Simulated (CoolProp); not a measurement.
Vapour-liquid equilibrium of ethanol (1) + hexamethyldisiloxane (MM) (2) at 450.9 K; x and y are mole fractions of (1).

The numbers come from the multi-fluid Helmholtz-energy mixture model, Schroeder 2014 and Thol 2016; pair parameters Bell 2016 in CoolProp.

```json
[
 {"x": "0.05", "bubble pressure (MPa)": "0.7573", "y at the bubble point": "0.181", "dew pressure at overall composition x (MPa)": "0.6501", "liquid density (mol/L)": "3.604"},
 {"x": "0.15", "bubble pressure (MPa)": "0.9869", "y at the bubble point": "0.382", "dew pressure at overall composition x (MPa)": "0.7296", "liquid density (mol/L)": "3.880"},
 {"x": "0.25", "bubble pressure (MPa)": "1.163", "y at the bubble point": "0.496", "dew pressure at overall composition x (MPa)": "0.8257", "liquid density (mol/L)": "4.213"},
 {"x": "0.35", "bubble pressure (MPa)": "1.305", "y at the bubble point": "0.576", "dew pressure at overall composition x (MPa)": "0.9434", "liquid density (mol/L)": "4.627"},
 {"x": "0.45", "bubble pressure (MPa)": "1.425", "y at the bubble point": "0.642", "dew pressure at overall composition x (MPa)": "1.087", "liquid density (mol/L)": "5.151"},
 {"x": "0.55", "bubble pressure (MPa)": "1.529", "y at the bubble point": "0.702", "dew pressure at overall composition x (MPa)": "1.257", "liquid density (mol/L)": "5.826"},
 {"x": "0.65", "bubble pressure (MPa)": "1.622", "y at the bubble point": "0.762", "dew pressure at overall composition x (MPa)": "1.439", "liquid density (mol/L)": "6.709"},
 {"x": "0.75", "bubble pressure (MPa)": "1.705", "y at the bubble point": "0.824", "dew pressure at overall composition x (MPa)": "1.604", "liquid density (mol/L)": "7.880"},
 {"x": "0.85", "bubble pressure (MPa)": "1.782", "y at the bubble point": "0.891", "dew pressure at overall composition x (MPa)": "1.737", "liquid density (mol/L)": "9.459"},
 {"x": "0.95", "bubble pressure (MPa)": "1.853", "y at the bubble point": "0.963", "dew pressure at overall composition x (MPa)": "1.840", "liquid density (mol/L)": "11.64"}
]
```

No azeotrope shows between x = 0.05 and 0.95.

The pair parameters rest on a limited set of measurements; away from them the model extrapolates.
